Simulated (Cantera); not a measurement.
## Thermodynamics of titanium nitride, carbide and oxide coatings, feed Ti(OiPr)4 + O2 + N2 + H2O

Feed: 1 mol Ti(OiPr)4, 0.18 mol O2, 5.1 mol N2, 10 mol H2O, equilibrated at 1025 K.

Cantera equilibrium calculation (NASA polynomials, part measured and part estimated; ideal gas, pure solids and liquids). Candidate condensed phases: C, C6H6, C7H8, C8H18, H2O, Ti, TiC, TiN, TiO, TiO2, Ti2O3, Ti3O5, Ti4O7; 139 gas species. The feed counts by its element totals alone. Gases not in the tables: TiO(OH)2. The numbers say what is thermodynamically allowed, not how fast it happens.

```tsv
P (Pa)	x H2	x CO	x N2	x H2O	x CH4	x CO2	n TiO2(rutile)	n C(graphite)
10	0.579	0.289	0.124	0.00532	2.05e-9	0.00344	1.00	0
28	0.579	0.289	0.124	0.00532	1.61e-8	0.00344	1.00	0
77	0.579	0.289	0.124	0.00532	1.21e-7	0.00344	1.00	0
220	0.579	0.289	0.124	0.00532	9.92e-7	0.00344	1.00	0
600	0.579	0.289	0.124	0.00532	7.37e-6	0.00344	1.00	0
1700	0.579	0.288	0.124	0.00536	5.88e-5	0.00346	1.00	0
4600	0.578	0.288	0.124	0.00557	0.000412	0.00360	1.00	0
13000	0.575	0.286	0.125	0.00692	0.00259	0.00447	1.00	0
36000	0.566	0.274	0.127	0.0148	0.00848	0.00932	1.00	0.269
100000	0.545	0.245	0.133	0.0354	0.0218	0.0206	1.00	0.954
```
x: gas mole fraction; n: condensed amount in mol.

From 10.0 Pa to 13000 Pa the condensed part is TiO2(rutile). From 36000 Pa to 100000 Pa the condensed part is C(graphite) + TiO2(rutile).
